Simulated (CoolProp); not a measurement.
C2F6 (R116) at 411.54 K and 0.189 MPa is throttled through a valve to 0.0147 MPa with no heat exchange. Each further row changes one setting.

Computed with CoolProp (reference Helmholtz-energy equation of state, Lemmon 2006). It is a short technical equation, of lower accuracy than the large ones.

```tsv
case	temperature change (K)	final density (kg/m³)
as stated	-0.6	0.594
outlet pressure 0.00441 MPa	-0.7	0.178
outlet pressure 0.0191 MPa	-0.6	0.772
```
